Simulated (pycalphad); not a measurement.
Computed with pycalphad from the COST 507 light-alloy database (1999), at 1 atm. The database dates from 1999; later assessments differ in places, in temperatures and in the compounds included. Amounts are mole fractions of atoms. Diffusion is slow at the low end, where real alloys seldom reach equilibrium.

Problem. Give the equilibrium state of Si-0.39Zr (at.%) at 650 K.

Solution. 
```
T = 650.00 K, P = 101325 Pa, N = 1 mol of atoms
G = -16323 J/mol, H = 7374 J/mol, S = 36.46 J/(mol K)  (SER reference)
chemical potentials (J/mol): Si -15618, Zr -196357
phase             fraction      x(Si)      x(Zr)
DIAMOND_A4          0.9883     1.0000       none
SI2ZR               0.0117     0.6667     0.3333
```

Database names, with the compositions (at.%) that they take in these runs: SI2ZR: Si 67 Zr 33. DIAMOND_A4 is diamond (Si). An entry "none" or "no" means that the model of the phase leaves that element out.
